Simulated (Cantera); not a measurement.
# Premixed flame

A freely propagating, adiabatic, planar premixed flame of H2 : O2 : N2 = 1 : 0.735 : 2.79 (molar parts), equivalence ratio 0.68, unburnt at 498 K and 100.0 Torr; mixture-averaged transport, grid criteria slope 0.08 and curve 0.16, no radiation.

Computed with Cantera and the H2/O2 subset of GRI-Mech 3.0, which has no nitrogen chemistry. Burning velocities carry a grid error of a few per cent, more on coarse grids. Lean hydrogen flames are cellular in practice and burn faster than this planar one.

```json
[
 {"z (mm)": "-17.6", "T (K)": "498", "u (m/s)": "3.23", "x H2": "0.221", "x O2": "0.162", "x H2O2": "<1e-8", "x HO2": "<1e-8", "x H2O": "<1e-8", "x O": "<1e-8"},
 {"z (mm)": "-11.8", "T (K)": "498", "u (m/s)": "3.23", "x H2": "0.221", "x O2": "0.162", "x H2O2": "<1e-8", "x HO2": "<1e-8", "x H2O": "<1e-8", "x O": "<1e-8"},
 {"z (mm)": "-8.82", "T (K)": "498", "u (m/s)": "3.23", "x H2": "0.221", "x O2": "0.162", "x H2O2": "<1e-8", "x HO2": "<1e-8", "x H2O": "<1e-8", "x O": "<1e-8"},
 {"z (mm)": "-5.88", "T (K)": "498", "u (m/s)": "3.23", "x H2": "0.221", "x O2": "0.162", "x H2O2": "<1e-8", "x HO2": "1.69e-7", "x H2O": "3.25e-8", "x O": "<1e-8"},
 {"z (mm)": "-2.94", "T (K)": "507", "u (m/s)": "3.28", "x H2": "0.218", "x O2": "0.163", "x H2O2": "2.24e-6", "x HO2": "7.52e-5", "x H2O": "0.000506", "x O": "5.15e-6"},
 {"z (mm)": "-1.47", "T (K)": "668", "u (m/s)": "4.25", "x H2": "0.191", "x O2": "0.159", "x H2O2": "3.72e-6", "x HO2": "4.68e-5", "x H2O": "0.0145", "x O": "0.000163"},
 {"z (mm)": "0", "T (K)": "1043", "u (m/s)": "6.44", "x H2": "0.0940", "x O2": "0.124", "x H2O2": "8.60e-7", "x HO2": "1.94e-5", "x H2O": "0.0930", "x O": "0.00559"},
 {"z (mm)": "1.47", "T (K)": "1310", "u (m/s)": "7.99", "x H2": "0.0276", "x O2": "0.0767", "x H2O2": "1.11e-6", "x HO2": "1.00e-5", "x H2O": "0.173", "x O": "0.0142"},
 {"z (mm)": "2.94", "T (K)": "1434", "u (m/s)": "8.70", "x H2": "0.0207", "x O2": "0.0684", "x H2O2": "8.36e-7", "x HO2": "7.56e-6", "x H2O": "0.187", "x O": "0.0153"},
 {"z (mm)": "5.88", "T (K)": "1568", "u (m/s)": "9.43", "x H2": "0.0195", "x O2": "0.0651", "x H2O2": "4.88e-7", "x HO2": "5.84e-6", "x H2O": "0.196", "x O": "0.0140"},
 {"z (mm)": "11.8", "T (K)": "1707", "u (m/s)": "10.2", "x H2": "0.0172", "x O2": "0.0623", "x H2O2": "2.51e-7", "x HO2": "4.39e-6", "x H2O": "0.205", "x O": "0.0116"},
 {"z (mm)": "23.5", "T (K)": "1838", "u (m/s)": "10.8", "x H2": "0.0136", "x O2": "0.0600", "x H2O2": "1.34e-7", "x HO2": "3.14e-6", "x H2O": "0.216", "x O": "0.00855"},
 {"z (mm)": "47.0", "T (K)": "1948", "u (m/s)": "11.4", "x H2": "0.00930", "x O2": "0.0585", "x H2O2": "8.00e-8", "x HO2": "2.15e-6", "x H2O": "0.225", "x O": "0.00554"}
]
```
x: mole fraction of selected species; z is measured from the peak of heat release.

```yaml
laminar_burning_velocity: 323 cm/s
thermal_thickness: 5.88 mm
peak x(H2O2): 4.95e-6
peak x(HO2): 7.93e-5
peak x(O): 0.0153
grid_points: 130
```
